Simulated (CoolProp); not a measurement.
Vapour-liquid equilibrium of nitrogen (1) + carbon monoxide (2) at 0.749 bar; x and y are mole fractions of (1).

Model: multi-fluid Helmholtz-energy mixture model, Span 2000 and Lemmon 2006; pair parameters Gernert 2013, in CoolProp.

```csv
x,bubble temperature (K),y at the bubble point,dew temperature at overall composition x (K),liquid density (mol/L)
0.05,___,0.084,78.9,28.74
0.2,77.9,0.304,78.3,28.82
0.35,77.1,0.482,77.7,28.89
0.5,76.5,0.628,77.1,28.95
0.65,___,___,76.4,29.01
0.8,75.4,0.862,75.7,29.08
0.95,75.0,0.965,75.1,29.15
```

**Question.** What belongs in the gaps?

**Answer.** 
- 0.05, bubble temperature (K): 78.8
- 0.65, bubble temperature (K): 75.9
- 0.65, y at the bubble point: 0.752

No azeotrope shows between x = 0.05 and 0.95.

The pair parameters rest on a limited set of measurements; away from them the model extrapolates.
